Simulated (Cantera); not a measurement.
A Cantera script and what it prints.

```python
import numpy as np
import cantera as ct

gas_names = """
    CL CL2 H HCL H2 N NH NH2 NH3 N2 N2H2 N2H4 Si SiCL SiCL2 SiCL3 SiCL4 SiH SiHCL3 SiH2 SiH2CL2 SiH3
    SiH3CL SiH4 SiN Si2 Si2N Si3
""".split()
cond_names = """
    NH4CL(a) NH4CL(b) Si(cr) Si(L) Si3N4(a)
""".split()


# ... load() reads the species with a 1 bar reference pressure and builds the phases ...
atoms = {
    'Si3N4': {'Si': 3, 'N': 4},
    'HCl': {'H': 1, 'CL': 1},
    'H2': {'H': 2},
}
top_T = {'Si3N4(a)': 2400}  # K; cautious upper limits of use, not melting points


# ... equilibrate(T, P, feed) seeds the gas with the atoms and calls Mixture.equilibrate('TP', solver="vcs", rtol=1e-11, max_steps=5000) ...
results = []
feed = {'Si3N4': 1, 'HCl': 5, 'H2': 70}  # mol
P = 270  # Pa
for T in [823, 873, 923, 973, 1023, 1073, 1123, 1173, 1223, 1273]:
    mix = equilibrate(T, P, feed)
    results.append((T, P, feed, dict(zip(mix.species_names, mix.species_moles))))
    x = sorted(zip(gas.X, gas.species_names), reverse=True)
    print(f"T = {T:g} K  P = {P:g} Pa  gas = {mix.phase_moles(0):.4g} mol")
    print("   x: " + "  ".join(f"{s} {v:.3e}" for v, s in x if v > 0.0001))
    print("   condensed (mol): " + ("  ".join(f"{mix.phase(i).name} {mix.phase_moles(i):.4g}"
          for i in range(1, mix.n_phases) if mix.phase_moles(i) > 1e-12) or "none"))
```

Result:

```
T = 823 K  P = 270 Pa  gas = 74.99 mol
   x: H2 9.344e-01  HCL 6.484e-02  SiCL4 4.523e-04  N2 3.068e-04
   condensed (mol): Si3N4(a) 0.9885
T = 873 K  P = 270 Pa  gas = 74.99 mol
   x: H2 9.342e-01  HCL 6.511e-02  SiCL4 3.811e-04  N2 2.623e-04
   condensed (mol): Si3N4(a) 0.9902
T = 923 K  P = 270 Pa  gas = 74.99 mol
   x: H2 9.341e-01  HCL 6.531e-02  SiCL4 3.260e-04  N2 2.300e-04
   condensed (mol): Si3N4(a) 0.9914
T = 973 K  P = 270 Pa  gas = 74.99 mol
   x: H2 9.340e-01  HCL 6.546e-02  SiCL4 2.807e-04  N2 2.079e-04
   condensed (mol): Si3N4(a) 0.9922
T = 1023 K  P = 270 Pa  gas = 74.99 mol
   x: H2 9.339e-01  HCL 6.556e-02  SiCL4 2.387e-04  N2 1.979e-04
   condensed (mol): Si3N4(a) 0.9926
T = 1073 K  P = 270 Pa  gas = 75 mol
   x: H2 9.339e-01  HCL 6.559e-02  N2 2.113e-04  SiCL4 1.912e-04
   condensed (mol): Si3N4(a) 0.9921
T = 1123 K  P = 270 Pa  gas = 75.01 mol
   x: H2 9.338e-01  HCL 6.548e-02  N2 2.769e-04  SiCL2 2.000e-04  SiCL4 1.348e-04
   condensed (mol): Si3N4(a) 0.9896
T = 1173 K  P = 270 Pa  gas = 75.02 mol
   x: H2 9.338e-01  HCL 6.507e-02  SiCL2 4.842e-04  N2 4.403e-04
   condensed (mol): Si3N4(a) 0.9835
T = 1223 K  P = 270 Pa  gas = 75.05 mol
   x: H2 9.339e-01  HCL 6.415e-02  SiCL2 9.894e-04  N2 7.581e-04
   condensed (mol): Si3N4(a) 0.9716
T = 1273 K  P = 270 Pa  gas = 75.09 mol
   x: H2 9.342e-01  HCL 6.254e-02  SiCL2 1.816e-03  N2 1.297e-03
   condensed (mol): Si3N4(a) 0.9513
```

These are equilibrium values from Cantera (NASA tables, ideal gas, pure condensed phases), not measurements of a reactor. The tables' values for SiCl3 are old estimates; treat these amounts as uncertain.
